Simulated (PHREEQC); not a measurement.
Model water analysis in mg/kgw, 60 °C, pH 2.45, pe 8: Na 130; K 332; Ca 89.6; Mg 87.2; Cl 334; S(6) as SO4 1150; Ni 15.4; Sr 0.63.

Cl is adjusted to close the charge balance.
Valence states are taken as typed.

All values are PHREEQC results (ion-association model, wateq4f.dat), not measurements.

```
Item                       Value
----------------  --------------
ionic strength    0.0355 mol/kgw
total alkalinity    -7.13 meq/kg
```

| species | molality | activity | log γ |
|---|---|---|---|
| Cl- | 0.00951 | 0.00784 | -0.084 |
| K+ | 0.00819 | 0.00676 | -0.084 |
| SO4-2 | 0.00628 | 0.00304 | -0.314 |
| Na+ | 0.00555 | 0.00462 | -0.079 |
| H+ | 0.00413 | 0.00355 | -0.066 |
| HSO4- | 0.00297 | 0.00247 | -0.080 |
| Mg+2 | 0.00199 | 0.00100 | -0.298 |
| MgSO4 | 0.00159 | 0.00161 | 0.004 |
| Ca+2 | 0.00158 | 0.000779 | -0.307 |
| CaSO4 | 0.000629 | 0.000634 | 0.004 |
| KSO4- | 0.000298 | 0.000250 | -0.077 |
| Ni+2 | 0.000190 | 9.05e-5 | -0.323 |
| NaSO4- | 0.000103 | 8.60e-5 | -0.077 |
| NiSO4 | 6.98e-5 | 7.03e-5 | 0.004 |

No solid was allowed to form. Complexes and solids missing from the database can't appear. Away from 25 °C the constants follow the database's enthalpies or fits; those with neither stay at their 25 °C values.
